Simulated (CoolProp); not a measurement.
Vapour-liquid equilibrium of R22 (1) + R142b (2) at 1.22 MPa; x and y are mole fractions of (1).

Computed with CoolProp (multi-fluid Helmholtz-energy mixture model, Kamei 1995 and Lemmon 2006; pair parameters Bell 2016).

```
x     bubble temperature (°C)  y at the bubble point  dew temperature at overall composition x (°C)  liquid density (mol/L)
----  -----------------------  ---------------------  ---------------------------------------------  ----------------------
0.05                     71.3                  0.096                                           72.8                   9.826
0.15                     65.7                  0.265                                           69.6                   10.19
0.25                     60.6                  0.408                                           66.2                   10.55
0.35                     55.9                  0.531                                           62.7                   10.91
0.45                     51.5                  0.637                                           59.0                   11.29
0.55                     47.3                  0.729                                           55.1                   11.67
0.65                     43.3                  0.808                                           50.9                   12.07
0.75                     39.5                  0.876                                           46.2                   12.47
0.85                     35.9                  0.933                                           41.0                   12.88
0.95                     32.5                  0.980                                           34.7                   13.29
```

No azeotrope shows between x = 0.05 and 0.95.

The pair parameters rest on a limited set of measurements; away from them the model extrapolates.
